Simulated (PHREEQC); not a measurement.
Make-up at 25 °C: 0.052 mol/kgw Na2CO3 and 0.0069 mol/kgw KCl. Closed to the air; pH follows from the charge balance.

Equilibrium calculation in PHREEQC: ion-association model, phreeqc.dat.

```
quantity                  before    after
------------------------  ------  -------
pH                         11.19     7.00
ionic strength (mol/kgw)   0.124  0.00690
```

### Question
Which change was made?
A) 0.044 mol/kgw HBr added
B) Na2CO3 left out
C) KCl left out

### Answer
B, Na2CO3 left out

No solid was allowed to form.
